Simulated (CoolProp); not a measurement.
Values from CoolProp's reference Helmholtz-energy equation of state, Fiedler 2023.

Task: For tetrahydrofuran, give the phase and the density (kg/m³), cp (kJ/(kg K)), fugacity coefficient at 317.3 K and 389 bar.

Result: 
- 317.3 K and 389 bar: liquid; density 894, cp 1.75, fugacity coefficient 0.00401
